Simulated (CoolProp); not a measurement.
Propylene along the isotherm 226.6 K: Z from the reference equation and from simpler models built on Tc = 364.2 K, pc = 45.55 bar, ω = 0.146; each cubic takes its own stable root.

Values from CoolProp's reference Helmholtz-energy equation of state, Lemmon 2013.

| p (bar) | phase | reference |
|---|---|---|
| 0.216 | gas | 0.9927 |
| 0.326 | gas | 0.9889 |
| 0.492 | gas | 0.9831 |
| 0.742 | gas | 0.9743 |
| 1.12 | liquid | 0.004109 |
| 1.69 | liquid | 0.006200 |
| 2.55 | liquid | 0.009353 |
| 3.84 | liquid | 0.01408 |
| 5.8 | liquid | 0.02126 |
| 8.74 | liquid | 0.03202 |
| 13.2 | liquid | 0.04832 |
| 19.9 | liquid | 0.07276 |
| 30 | liquid | 0.1095 |
| 45.3 | liquid | 0.1649 |
| 68.3 | liquid | 0.2476 |

### Question
How far does each simpler model (Soave-Redlich-Kwong, Peng-Robinson) lie from the reference over these 15 states: mean and median of the absolute difference, and the worst?

### Answer
- Soave-Redlich-Kwong: mean 4.7 %, median 6.3 %, worst +6.5 % at 226.6 K and 1.12 bar
- Peng-Robinson: mean 4.3 %, median 5.8 %, worst -6.0 % at 226.6 K and 68.3 bar
